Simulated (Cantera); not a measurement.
What does this Cantera script print?

```python
import numpy as np
import cantera as ct

gas_names = """
    B BH BH2 BH3 BO BO2 B2 B2O B2O2 B2O3 B3O3H3 H HBO HBO2 HO2 H2 H2O H2O2 H3B3O6 O OH O2 O3
""".split()
cond_names = """
    B(b) B(L) B2O3(L) B3O3H3(cr) H2O(s) H2O(L)
""".split()


def load(file, names, dense=False):
    # The tables refer to 1 bar. Condensed volumes are neglected.
    table = {s.name: s for s in ct.Species.list_from_file(file)}
    out = []
    for n in names:
        d = dict(table[n].input_data)
        d["thermo"] = dict(d["thermo"], **{"reference-pressure": 1e5})
        if dense:
            d["equation-of-state"] = {"model": "constant-volume", "density": "1e6 g/cm^3"}
        out.append(ct.Species.from_dict(d))
    return out


gas = ct.Solution(thermo="ideal-gas", species=load("nasa_gas.yaml", gas_names))
cond = {s.name: ct.Solution(thermo="fixed-stoichiometry", species=[s], name=s.name)
        for s in load("nasa_condensed.yaml", cond_names, dense=True)}
atoms = {
    'B': {'B': 1},
    'H2O': {'H': 2, 'O': 1},
}
top_T = {}  # K; cautious upper limits of use, not melting points


def equilibrate(T, P, feed):
    n = {}
    for name, mol in feed.items():
        for a, k in atoms[name].items():
            n[a] = n.get(a, 0.0) + k * mol
    gas.TPX = T, P, n
    mass = sum(n.values()) * gas.mean_molecular_weight
    gas.equilibrate("TP")
    valid = [c for c in cond.values() if c.min_temp <= T <= top_T.get(c.name, c.max_temp)]
    mix = ct.Mixture([(gas, mass / gas.mean_molecular_weight)] + [(c, 0.0) for c in valid])
    mix.T, mix.P = T, P
    mix.equilibrate("TP", solver="vcs", rtol=1e-11, max_steps=5000)
    return mix


results = []
feed = {'B': 1, 'H2O': 0.059}  # mol
T = 973  # K
P = 1000  # Pa
mix = equilibrate(T, P, feed)
results.append((T, P, feed, dict(zip(mix.species_names, mix.species_moles))))
print(gas.report(threshold=0.0001))
for i in range(1, mix.n_phases):
    print(f"{mix.phase(i).name:16s} {mix.phase_moles(i):12.5e} mol")
```

Output:

```
       temperature   973 K
          pressure   1000 Pa
           density   0.00025514 kg/m^3
  mean mol. weight   2.064 kg/kmol
   phase of matter   gas

                          1 kg             1 kmol
                     ---------------   ---------------
          enthalpy         9.301e+06        1.9198e+07  J
   internal energy        5.3815e+06        1.1108e+07  J
           entropy             98790        2.0391e+05  J/K
    Gibbs function       -8.6821e+07        -1.792e+08  J
 heat capacity c_p             14645             30229  J/K
 heat capacity c_v             10617             21914  J/K

                      mass frac. Y      mole frac. X     chem. pot. / RT
                     ---------------   ---------------   ---------------
            B3O3H3          0.023795        0.00058853           -204.58
                H2           0.97614           0.99941           -22.044
     [  +21 minor]        6.1652e-05        4.5852e-06

B(b)              9.60632e-01 mol
B2O3(L)           1.96319e-02 mol
B3O3H3(cr)        0.00000e+00 mol
```

Equilibrium computed with Cantera from the NASA thermochemical tables; the gas is ideal and each condensed phase is pure.
